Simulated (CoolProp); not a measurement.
Vapour pressure (kPa) of decamethylcyclopentasiloxane (D5): the reference equation beside estimates from Tc = 345.1 °C, pc = 1078 kPa, ω = 0.631. Clausius-Clapeyron is anchored at 166.05 °C with a constant enthalpy of vaporisation of 46.51 kJ/mol.

The numbers come from the reference Helmholtz-energy equation of state, Thol 2019 in CoolProp.

```tsv
T (°C)	reference	Lee-Kesler	Clausius-Clapeyron	van der Waals	Redlich-Kwong
143.25	14.61	14.80	15.29	176.8	67.41
166.05	30.71	30.60	30.71	232.7	106.5
188.85	58.52	57.81	57.57	298.9	159.7
211.65	103.0	101.3	101.7	376.2	229.3
234.55	170.2	167.2	171.2	465.6	318.1
257.35	266.3	261.8	274.9	566.7	427.3
280.15	398.9	393.4	424.5	680.4	559.4
303.05	578.1	573.1	634.4	807.8	716.9
325.85	814.8	813.0	917.9	948.1	900.4
```

Absolute difference from the reference over all 9 rows, mean and median: Lee-Kesler 1.2 and 1.3 %, Clausius-Clapeyron 4.5 and 3.2 %, van der Waals 317.4 and 173.6 %, Redlich-Kwong 125.1 and 86.9 %.
